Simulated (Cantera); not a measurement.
Charge: 1 mol MgSO₄, 0.087 mol H₂O, 5.3 mol H₂, at 5.25 Torr.

Method: chemical equilibrium by Gibbs-energy minimisation in Cantera with the NASA 1993 tables (ideal gas, pure condensed phases). Candidate condensed phases: H₂O, H₂SO₄, Mg, MgO, Mg(OH)₂, MgS, MgSO₄, S; 26 gas species. Gases not in the tables: S₃ to S₇. Kinetics and transport are ignored.

log p: log10 of the partial pressure in bar; n: condensed amount in mol.

| T (K) | log p H₂O | log p H₂ | log p H₂S | log p S₂ | log p SO₂ | log p SO | n MgO(s) |
|---|---|---|---|---|---|---|---|
| 798 | -2.40 | -2.77 | -2.89 | -6.86 | -9.47 | -12.24 | 1.00 |
| 898 | -2.40 | -2.77 | -2.89 | -5.56 | -7.87 | -10.23 | 1.00 |
| 998 | -2.40 | -2.76 | -2.91 | -4.58 | -6.62 | -8.65 | 1.00 |
| 1098 | -2.40 | -2.72 | … | … | … | … | 1.00 |
| 1198 | -2.41 | -2.67 | -3.12 | -3.61 | -5.17 | -6.62 | 1.00 |
| 1298 | -2.42 | -2.63 | -3.30 | -3.45 | -4.74 | -5.96 | 1.00 |
| 1398 | -2.44 | -2.59 | -3.49 | -3.38 | -4.40 | -5.42 | 1.00 |
| 1498 | -2.45 | -2.57 | … | -3.36 | … | … | 1.000 |
| 1598 | -2.47 | -2.54 | -3.86 | -3.36 | -3.90 | -4.60 | 1.000 |
| 1698 | -2.49 | -2.52 | -4.03 | -3.40 | -3.74 | -4.29 | 1.000 |
| 1798 | -2.52 | -2.50 | -4.19 | -3.45 | -3.62 | -4.04 | 0.999 |

**Question.** Fill in the missing entries.

**Answer.** 
- 1098, log p H₂S: -2.98
- 1098, log p S₂: -3.94
- 1098, log p SO₂: -5.75
- 1098, log p SO: -7.48
- 1498, log p H₂S: -3.68
- 1498, log p SO₂: -4.12
- 1498, log p SO: -4.97
